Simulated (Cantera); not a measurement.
Adiabatic ignition

An adiabatic, constant-volume homogeneous reactor starts with CH4 : CO : O2 : N2 = 1 : 0.043 : 4.81 : 17.8 (molar parts), equivalence ratio 0.42, at 1725 K and 0.651 atm.

Detailed kinetics in Cantera: GRI-Mech 3.0 (53 species, 325 reactions).

```csv
t (s),T (K),P (bar),x CH4,x CO,x O2,x C2H,x H,x N2O
8.00e-6,1725,0.660,0.0423,0.00182,0.203,<1e-12,2.11e-7,2.57e-11
2.28e-5,1725,0.660,0.0422,0.00182,0.203,<1e-12,2.72e-7,1.47e-10
6.51e-5,1725,0.660,0.0421,0.00182,0.203,<1e-12,6.57e-7,9.81e-10
0.000186,1742,0.667,0.0378,0.00263,0.200,1.97e-10,3.10e-5,1.13e-8
0.000530,2569,0.998,<1e-12,0.00838,0.113,<1e-12,0.00259,7.26e-7
0.00151,2607,1.01,<1e-12,0.00698,0.112,<1e-12,0.00185,8.67e-7
0.00431,2598,1.01,<1e-12,0.00679,0.109,<1e-12,0.00176,8.96e-7
0.0123,2587,1.00,<1e-12,0.00659,0.106,<1e-12,0.00166,9.59e-7
0.0351,2585,1.00,<1e-12,0.00654,0.105,<1e-12,0.00164,9.78e-7
0.100,2585,1.00,<1e-12,0.00654,0.105,<1e-12,0.00164,9.78e-7
```
x: mole fraction; the columns are a selection and need not sum to one.

- time of steepest temperature rise = 0.238 ms
- temperature at 0.100 s = 2585 K
- equilibrium temperature = 2585 K
- x(CH4) at 0.100 s = <1e-12 (gas-phase equilibrium <1e-12)
- x(CO) at 0.100 s = 0.00654 (gas-phase equilibrium 0.00654)
- x(O2) at 0.100 s = 0.105 (gas-phase equilibrium 0.105)
